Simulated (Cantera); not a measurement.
## Metals in furnace atmospheres: Cu + CO2 + H2 + CO

Input: 1 mol Cu, 0.038 mol CO2, 98 mol H2, 2 mol CO, held at 14000 Pa.

These are equilibrium values from Cantera (NASA tables, ideal gas, pure condensed phases), not measurements of a reactor. Candidate condensed phases: C, C6H6, C7H8, C8H18, Cu, CuO, Cu(OH)2, Cu2O, H2O; 113 gas species. Equilibrium is a limit: real reactors are often held back by kinetics, nucleation or transport.

From 1623 K to 1848 K the condensed part is Cu(l). The main Cu-bearing gas is Cu throughout. The share of Cu in condensed phases is highest at 1623 K (96.0 %) and lowest at 1848 K (32.8 %).

```csv
T (K),x H2,x CO,x Cu,x H,x H2O,x Cu2,x CO2,x CH4,n Cu(l)
1623,0.979,0.0204,0.000397,0.000183,0.000378,3.22e-7,2.54e-6,1.11e-6,0.960
1648,0.978,0.0204,0.000564,0.000235,0.000378,5.24e-7,2.45e-6,8.62e-7,0.943
1673,0.978,0.0204,0.000794,0.000301,0.000378,8.39e-7,2.38e-6,6.75e-7,0.920
1698,0.978,0.0203,0.00111,0.000382,0.000378,1.32e-6,2.30e-6,5.32e-7,0.889
1723,0.977,0.0203,0.00152,0.000482,0.000377,2.06e-6,2.24e-6,4.22e-7,0.847
1748,0.977,0.0203,0.00208,0.000603,0.000377,3.16e-6,2.17e-6,3.37e-7,0.791
1773,0.976,0.0203,0.00282,0.000751,0.000377,4.80e-6,2.11e-6,2.70e-7,0.716
1798,0.975,0.0203,0.00378,0.000929,0.000376,7.18e-6,2.05e-6,2.18e-7,0.619
1823,0.973,0.0203,0.00503,0.00114,0.000376,1.06e-5,2.00e-6,1.77e-7,0.492
1848,0.971,0.0202,0.00664,0.00140,0.000375,1.56e-5,1.95e-6,1.44e-7,0.328
```
x: gas mole fraction; n: condensed amount in mol.
